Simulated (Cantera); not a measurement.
## Transport properties of process gases

Gas mixture: 8.61 % C2H4, 30.1 % NH3, 27.8 % N2, 33.5 % H2, at 285 Torr, frozen composition.

Cantera's kinetic-theory transport with the Lennard-Jones parameters of GRI-Mech 3.0, ideal gas; thermal conductivity in the mixture-averaged form. Polar gases are described roughly by these parameters. The composition is frozen, though it would react at the higher temperatures.

| T (K) | ρ (kg/m³) | cp (J/kg/K) | μ (µPa s) | λ (mW/m/K) | Pr | D (cm²/s) CH3 | D (cm²/s) N2 | D (cm²/s) NH3 |
|---|---|---|---|---|---|---|---|---|
| 400 | 0.183 | 2133 | 17.2 | 77.0 | 0.478 | 1.28 | 1.41 | 1.45 |
| 650 | 0.112 | 2426 | 25.7 | 119 | 0.523 | 3.02 | 3.34 | 3.53 |
| 900 | 0.0812 | 2678 | 33.0 | 161 | 0.550 | 5.30 | 5.86 | 6.27 |
| 1150 | 0.0636 | 2892 | 39.5 | 201 | 0.568 | 8.03 | 8.88 | 9.57 |
| 1400 | 0.0522 | 3064 | 45.5 | 241 | 0.578 | 11.2 | 12.4 | 13.4 |
| 1650 | 0.0443 | 3203 | 51.1 | 280 | 0.584 | 14.7 | 16.3 | 17.7 |
| 1900 | 0.0385 | 3314 | 56.3 | 317 | 0.588 | 18.6 | 20.6 | 22.4 |
D: mixture-averaged diffusion coefficient of that species in the mixture.
